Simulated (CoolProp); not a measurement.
Aqueous lithium chloride as a coolant, at 14 °C, 1 atm.

The numbers come from the Melinder's fits for secondary coolants in CoolProp.

| mass % | freezing point (°C) | cp (kJ/(kg K)) | conductivity (W/(m K)) | viscosity (mPa s) | Prandtl number |
|---|---|---|---|---|---|
| 6 | ___ | 3.861 | 0.573 | 1.42 | 9.55 |
| 7.3 | -8.1 | 3.794 | 0.570 | 1.48 | 9.85 |
| 8.7 | -10.1 | 3.723 | 0.567 | 1.55 | 10.2 |
| 10 | ___ | 3.659 | ___ | 1.63 | 10.6 |
| 11.4 | -14.8 | 3.591 | 0.561 | 1.71 | 11.0 |
| 12.7 | -17.6 | 3.529 | 0.559 | 1.80 | 11.4 |
| 14.1 | -21.2 | 3.464 | 0.556 | 1.90 | 11.9 |
| 15.4 | -25.2 | 3.406 | 0.553 | 2.00 | 12.3 |
| 16.7 | -29.7 | 3.350 | 0.551 | 2.11 | 12.8 |
| 18.1 | -35.3 | ___ | ___ | 2.24 | 13.5 |
| 19.4 | -41.1 | 3.243 | 0.545 | 2.37 | 14.1 |
| 20.8 | -47.7 | 3.195 | 0.543 | 2.51 | 14.8 |

Q: Some entries are withheld; supply them.

A: 
- 6, freezing point (°C): -6.3
- 10, freezing point (°C): -12.2
- 10, conductivity (W/(m K)): 0.564
- 18.1, cp (kJ/(kg K)): 3.292
- 18.1, conductivity (W/(m K)): 0.548
